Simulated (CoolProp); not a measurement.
Carbon monoxide along the isobar 13600 kPa: density (kg/m³) from the reference equation and from simpler models built on Tc = 132.9 K, pc = 3498 kPa, ω = 0.050; each cubic takes its own stable root.

Values from CoolProp's reference Helmholtz-energy equation of state, Lemmon 2006. It is a short technical equation, of lower accuracy than the large ones.

| T (K) | phase | reference | Redlich-Kwong | Soave-Redlich-Kwong | Peng-Robinson |
|---|---|---|---|---|---|
| 105.7 | liquid | 729.6 | 730.3 | 731.1 | 821.0 |
| 111.4 | liquid | 705.9 | 704.1 | 705.3 | 791.4 |
| 117 | liquid | 681.8 | 677.4 | 678.7 | 760.6 |
| 122.7 | liquid | 656.2 | 649.1 | 650.2 | 727.5 |
| 128.4 | liquid | 629.4 | 619.8 | 620.4 | 692.5 |
| 134.1 | supercritical | 601.5 | 589.5 | 589.3 | 655.8 |
| 139.8 | supercritical | 572.2 | 558.5 | 557.0 | 617.6 |
| 145.4 | supercritical | 542.3 | 527.5 | 524.5 | 579.0 |
| 151.1 | supercritical | 510.7 | 495.8 | 491.0 | 539.4 |
| 156.8 | supercritical | 478.5 | 464.4 | 457.7 | 500.3 |
| 162.5 | supercritical | 446.3 | 433.9 | 425.5 | 462.7 |
| 168.1 | supercritical | 415.6 | 405.5 | 395.6 | 428.2 |
| 173.8 | supercritical | 386.0 | 378.5 | 367.6 | 396.3 |
| 179.5 | supercritical | 359.0 | 353.9 | 342.4 | 367.8 |
